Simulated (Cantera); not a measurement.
Feed: 1 mol Cu2O, 1.5 mol CO, held at 1050 K and 500 Pa.

Cantera equilibrium calculation (NASA polynomials, part measured and part estimated; ideal gas, pure solids and liquids). Candidate condensed phases: C, Cu, CuO, Cu2O; 15 gas species. Kinetics and transport are ignored.

Base state: CO2 0.667, CO 0.333 (mole fractions); condensed: Cu(s).

Task: What changes in the equilibrium state with this change: Cu2O replaced by TiO2?

Result: 
| species | before | after |
|---|---|---|
| CO | 0.333 | 0.999 |
| CO2 | 0.667 | 0.00107 |
| Cu(s), mol | 2.00 | 0 |
| C(graphite), mol | 0 | 0.00160 |
| TiO2(rutile), mol | 0 | 1.00 |
Further candidate phases: Ti, TiC, TiO, TiO2, Ti2O3, Ti3O5, Ti4O7.
